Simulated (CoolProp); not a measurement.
Acetone along the isotherm 515.5 K: fugacity coefficient from the reference equation and from simpler models built on Tc = 508.1 K, pc = 4.692 MPa, ω = 0.307; each cubic takes its own stable root.

Computed with CoolProp (reference Helmholtz-energy equation of state, Lemmon 2006). It is a short technical equation, of lower accuracy than the large ones.

| p (MPa) | phase | reference |
|---|---|---|
| 2.35 | gas | 0.8208 |
| 4.69 | gas | 0.6523 |
| 7.04 | supercritical | 0.4819 |
| 9.38 | supercritical | 0.3874 |
| 11.7 | supercritical | 0.3311 |
| 14.1 | supercritical | 0.2927 |
| 16.4 | supercritical | 0.2670 |
| 18.8 | supercritical | 0.2473 |
| 21.1 | supercritical | 0.2331 |
| 23.5 | supercritical | 0.2218 |

How far does each simpler model (Redlich-Kwong, Peng-Robinson) lie from the reference over these 10 states: mean and median of the absolute difference, and the worst?


- Redlich-Kwong: mean 13.2 %, median 13.9 %, worst +22.7 % at 515.5 K and 23.5 MPa
- Peng-Robinson: mean 7.3 %, median 7.9 %, worst +12.5 % at 515.5 K and 23.5 MPa
